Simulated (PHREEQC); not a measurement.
Make-up at 25 °C: 0.011 mol/kgw CuSO4, 0.082 mol/kgw HNO3 and 0.00064 mol/kgw KCl. Closed to the air; pH follows from the charge balance.

The numbers come from PHREEQC with the ion-association model, wateq4f.dat.

No solid was allowed to form.

Problem. Estimate the pH, ionic strength.

Solution. pH 1.21; ionic strength 0.108 mol/kgw.

Problem. In which forms is Cu present?

Solution. Cu+2 93 %, CuSO4 7.1 % of the Cu.
